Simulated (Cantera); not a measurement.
Source: NASA polynomial tables (part measured, part estimated), evaluated in Cantera. Values are per mole of reaction as written; species without (g) are pure solids or liquids, kept so even where they would boil at 1 bar.

Between 1425 and 1775 K, where is each reaction favourable under standard conditions?
- C + O2(g) ⇌ CO2(g)
- 2 H2(g) + O2(g) ⇌ 2 H2O(g)
- 2 B + O2(g) ⇌ B2O2(g)


- C + O2(g) ⇌ CO2(g): ΔG° is -396 kJ at 1425 K and -396 kJ at 1775 K; it stays negative (K > 1). ΔH° is -396 kJ and ΔS° 0 J/K at 1775 K.
- 2 H2(g) + O2(g) ⇌ 2 H2O(g): ΔG° is -337 kJ at 1425 K and -297 kJ at 1775 K; it stays negative (K > 1). ΔH° is -502 kJ and ΔS° -115 J/K at 1775 K.
- 2 B + O2(g) ⇌ B2O2(g): ΔG° is -491 kJ at 1425 K and -498 kJ at 1775 K; it stays negative (K > 1). ΔH° is -465 kJ and ΔS° 18 J/K at 1775 K.
